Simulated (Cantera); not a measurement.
Equilibrium for silicon oxide and oxynitride deposition: SiH4 + H2O

Charge: 1 mol SiH4, 0.14 mol H2O, at 0.600 Torr.

Cantera equilibrium calculation (NASA polynomials, part measured and part estimated; ideal gas, pure solids and liquids). Candidate condensed phases: H2O, Si, SiO2; 18 gas species. Kinetics and transport are ignored.

```
T (K)  log p H2  log p SiO  log p H  n Si(s)  n SiO2(α-quartz)  n SiO2(β-quartz)
-----  --------  ---------  -------  -------  ----------------  ----------------
823       -3.10     -13.20   -12.68    0.930            0.0700                 0
848       -3.10     -12.54   -12.27    0.930                 0            0.0700
873       -3.10     -11.93   -11.88    0.930                 0            0.0700
898       -3.10     -11.35   -11.51    0.930                 0            0.0700
923       -3.10     -10.80   -11.16    0.930                 0            0.0700
948       -3.10     -10.28   -10.83    0.930                 0            0.0700
973       -3.10      -9.79   -10.51    0.930                 0            0.0700
998       -3.10      -9.32   -10.22    0.930                 0            0.0700
```
log p: log10 of the partial pressure in bar; n: condensed amount in mol.

At 823 K the condensed part is Si(s) + SiO2(α-quartz). From 848 K to 998 K the condensed part is Si(s) + SiO2(β-quartz).
